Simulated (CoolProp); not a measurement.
A simple Rankine cycle with cyclopentane: condensing at 293.15 K, boiler at 0.702 MPa, turbine inlet 401.7 K, turbine efficiency 0.6, pump efficiency 0.7, no recuperator. Each further row changes one setting.

The numbers come from the reference Helmholtz-energy equation of state, Gedanitz 2015 in CoolProp.

```json
[
 {"case": "as stated", "thermal efficiency (%)": "12.9", "net work (kJ/kg)": "70.4", "heat in (kJ/kg)": "546", "turbine exit temperature (K)": "343.5", "volume ratio over the turbine": "19.8"},
 {"case": "turbine inlet 421.7 K", "thermal efficiency (%)": "12.9", "net work (kJ/kg)": "75.4", "heat in (kJ/kg)": "583", "turbine exit temperature (K)": "365.5", "volume ratio over the turbine": "19.6"},
 {"case": "condensing temperature 285.15 K", "thermal efficiency (%)": "13.9", "net work (kJ/kg)": "77.6", "heat in (kJ/kg)": "560", "turbine exit temperature (K)": "338.2", "volume ratio over the turbine": "27.4"},
 {"case": "boiler pressure 0.491 MPa", "thermal efficiency (%)": "11.7", "net work (kJ/kg)": "64.5", "heat in (kJ/kg)": "553", "turbine exit temperature (K)": "352.5", "volume ratio over the turbine": "13.5"},
 {"case": "turbine efficiency 0.5", "thermal efficiency (%)": "10.7", "net work (kJ/kg)": "58.4", "heat in (kJ/kg)": "546", "turbine exit temperature (K)": "351.8", "volume ratio over the turbine": "20.3"}
]
```
